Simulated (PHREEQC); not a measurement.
# Silver or lead bath: an equilibrium model

A solution holds 0.3 mmol/kgw PbCl2, 0.032 mmol/kgw HNO3 and 0.64 mmol/kgw Cu(NO3)2, at 20 °C. Closed to the air; pH follows from the charge balance.

All values are PHREEQC results (ion-association model, wateq4f.dat), not measurements.

This is a speciation only: nothing precipitates in the calculation.

Q: Estimate the pH.

A: pH 4.51.

Q: In which forms is Pb present?

A: Pb+2 97 %, PbCl+ 1.6 %, PbNO3+ 1.5 % of the Pb.
